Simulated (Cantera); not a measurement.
Feed: 1 mol SiH₄, 6.2 mol H₂, 0.21 mol C₃H₈, held at 13.3 mbar.

These are equilibrium values from Cantera (NASA tables, ideal gas, pure condensed phases), not measurements of a reactor. Candidate condensed phases: C, C₆H₆, C₇H₈, C₈H₁₈, Si, SiC; 87 gas species. Mutual solubility and eutectic melting of coexisting phases are not modelled. Gases not in the tables: Si₂H₆ and higher silanes. Rates play no part.

log p: log10 of the partial pressure in bar; n: condensed amount in mol.

| T (K) | log p H₂ | log p H | log p Si | log p SiH | n Si(s) | n SiC(s) | n Si(l) |
|---|---|---|---|---|---|---|---|
| 923 | -1.88 | -10.55 | <-13 | <-13 | 0.370 | 0.630 | 0 |
| 998 | -1.88 | -9.60 | <-13 | <-13 | 0.370 | 0.630 | 0 |
| 1073 | -1.88 | -8.79 | <-13 | -13.53 | 0.370 | 0.630 | 0 |
| 1148 | -1.88 | -8.08 | (withheld) | -12.35 | 0.370 | 0.630 | 0 |
| 1223 | -1.88 | -7.46 | (withheld) | -11.32 | 0.370 | 0.630 | 0 |
| 1298 | -1.88 | -6.91 | (withheld) | -10.40 | 0.370 | 0.630 | 0 |
| 1373 | -1.88 | -6.42 | (withheld) | -9.59 | 0.370 | 0.630 | 0 |
| 1448 | -1.88 | -5.97 | (withheld) | -8.87 | 0.370 | 0.630 | 0 |
| 1523 | -1.88 | -5.57 | (withheld) | -8.22 | 0.370 | 0.630 | 0 |
| 1598 | -1.88 | -5.21 | (withheld) | -7.63 | 0.370 | 0.630 | 0 |
| 1673 | -1.88 | -4.88 | (withheld) | -7.09 | 0.370 | 0.630 | 0 |
| 1748 | -1.88 | -4.58 | (withheld) | -6.65 | 0 | 0.630 | 0.369 |
| 1823 | -1.88 | -4.30 | (withheld) | -6.26 | 0 | 0.630 | 0.366 |

Task: Complete the blanks.

Result: 
- 1148, log p Si: -12.74
- 1223, log p Si: -11.49
- 1298, log p Si: -10.39
- 1373, log p Si: -9.41
- 1448, log p Si: -8.53
- 1523, log p Si: -7.74
- 1598, log p Si: -7.03
- 1673, log p Si: -6.38
- 1748, log p Si: -5.84
- 1823, log p Si: -5.35
